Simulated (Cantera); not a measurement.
A diamond (100) surface in a fixed gas of H2 with x(CH4) = 0.021, x(CH3) = 2.7e-05, at 1400 K, 0.280 bar; coverages are run to steady state.

Cantera simulation using the Harris–Goodwin 1993 mechanism for the reconstructed diamond (100) surface; the numbers are that mechanism's predictions, not measurements.

θ: site fractions in the mechanism's names (c6HH fully hydrogenated, c6H* and c6*H radical sites, c6** diradical, c6HM methylated).

```json
[
 {"x(H)": "0.0001", "growth (µm/h)": "0.0280", "θ c6HH": "0.711", "θ c6H*": "0.0281", "θ c6*H": "0.257", "θ c6**": "0.00318"},
 {"x(H)": "0.00021", "growth (µm/h)": "[?]", "θ c6HH": "[?]", "θ c6H*": "[?]", "θ c6*H": "[?]", "θ c6**": "[?]"},
 {"x(H)": "0.00045", "growth (µm/h)": "[?]", "θ c6HH": "[?]", "θ c6H*": "[?]", "θ c6*H": "[?]", "θ c6**": "[?]"},
 {"x(H)": "0.00096", "growth (µm/h)": "0.855", "θ c6HH": "0.410", "θ c6H*": "0.0550", "θ c6*H": "0.503", "θ c6**": "0.0321"},
 {"x(H)": "0.002", "growth (µm/h)": "1.46", "θ c6HH": "0.368", "θ c6H*": "0.0578", "θ c6*H": "0.528", "θ c6**": "0.0453"},
 {"x(H)": "0.0043", "growth (µm/h)": "2.21", "θ c6HH": "0.345", "θ c6H*": "0.0592", "θ c6*H": "0.540", "θ c6**": "0.0556"},
 {"x(H)": "0.0092", "growth (µm/h)": "3.18", "θ c6HH": "0.333", "θ c6H*": "0.0600", "θ c6*H": "0.544", "θ c6**": "0.0620"},
 {"x(H)": "0.02", "growth (µm/h)": "4.65", "θ c6HH": "0.328", "θ c6H*": "0.0608", "θ c6*H": "0.546", "θ c6**": "0.0656"},
 {"x(H)": "0.042", "growth (µm/h)": "6.60", "θ c6HH": "0.325", "θ c6H*": "0.0621", "θ c6*H": "0.545", "θ c6**": "0.0677"}
]
```

Task: Complete the blanks.

Result: 
- 0.00021, growth (µm/h): 0.121
- 0.00021, θ c6HH: 0.589
- 0.00021, θ c6H*: 0.0396
- 0.00021, θ c6*H: 0.363
- 0.00021, θ c6**: 0.00847
- 0.00045, growth (µm/h): 0.381
- 0.00045, θ c6HH: 0.482
- 0.00045, θ c6H*: 0.0491
- 0.00045, θ c6*H: 0.450
- 0.00045, θ c6**: 0.0185
